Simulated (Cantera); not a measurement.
Charge: 1 mol Cu2O, 2.7 mol H2, 5.2 mol N2, held at 1100 Pa.

Cantera equilibrium calculation (NASA polynomials, part measured and part estimated; ideal gas, pure solids and liquids). Candidate condensed phases: Cu, CuO, Cu(OH)2, Cu2O, H2O; 27 gas species. Equilibrium is a limit: real reactors are often held back by kinetics, nucleation or transport.

### Question
At 1400 °C, list the 6 most abundant gas species with their mole fractions, and the condensed phases.

### Answer
N2 0.651, H2 0.213, H2O 0.125, Cu 0.0101, H 0.000501, OH 1.42e-5. Condensed: Cu(l).
